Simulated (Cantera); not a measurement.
A Cantera script and what it prints.

```python
import numpy as np
import cantera as ct

gas_names = """
    H2O NO VO2 NH3
""".split()
cond_names = """
    V2O5(s) V2O5(L)
""".split()


# ... load() reads the species with a 1 bar reference pressure and builds the phases ...
species = {s.name: s for s in load("nasa_gas.yaml", gas_names) + load("nasa_condensed.yaml", cond_names)}
# Each term lists the table entries of one substance; the one whose range holds T is used.
reactions = {
    '3 H2O(g) + 2 NO(g) + 10 VO2(g) = 2 NH3(g) + 5 V2O5':
        [(-3, ['H2O']), (-2, ['NO']), (-10, ['VO2']), (2, ['NH3']), (5, ['V2O5(s)', 'V2O5(L)'])],
}


def pick(names, T):
    return next(species[n] for n in names if species[n].thermo.min_temp <= T <= species[n].thermo.max_temp)


results = []
for label, terms in reactions.items():
    print(label)
    print("     T/K   dH/kJ  dS/(J/K)   dG/kJ   log10 K")
    for T in [300, 725, 925, 1125, 1325, 1525, 1725, 1925, 2125, 2325, 2525, 2725]:
        used = [(nu, pick(names, T)) for nu, names in terms]
        dH = sum(nu * s.thermo.h(T) for nu, s in used) / 1e6
        dS = sum(nu * s.thermo.s(T) for nu, s in used) / 1e3
        dG = dH - T * dS / 1e3
        logK = -dG * 1e6 / (ct.gas_constant * T * np.log(10))
        results.append((label, T, dH, dS, dG, logK, [s.name for _, s in used]))
        print(f"{T:8g} {dH:8.1f} {dS:8.1f} {dG:8.1f} {logK:8.2f}")
```

It prints:

```
3 H2O(g) + 2 NO(g) + 10 VO2(g) = 2 NH3(g) + 5 V2O5
     T/K   dH/kJ  dS/(J/K)   dG/kJ   log10 K
     300  -4975.4  -2601.5  -4195.0   730.39
     725  -4884.1  -2419.7  -3129.8   225.49
     925  -4831.4  -2355.6  -2652.5   149.78
    1125  -4446.3  -1952.3  -2249.9   104.46
    1325  -4384.3  -1901.7  -1864.6    73.51
    1525  -4323.5  -1858.9  -1488.7    50.99
    1725  -4263.6  -1822.0  -1120.7    33.93
    1925  -4204.4  -1789.5   -759.6    20.61
    2125  -4145.7  -1760.5   -404.7     9.95
    2325  -4087.4  -1734.3    -55.2     1.24
    2525  -4029.4  -1710.4    289.2    -5.98
    2725  -3971.7  -1688.4    629.0   -12.06
```

Source: NASA polynomial tables (part measured, part estimated), evaluated in Cantera. Condensed species are held in their standard states even where they would react or evaporate.
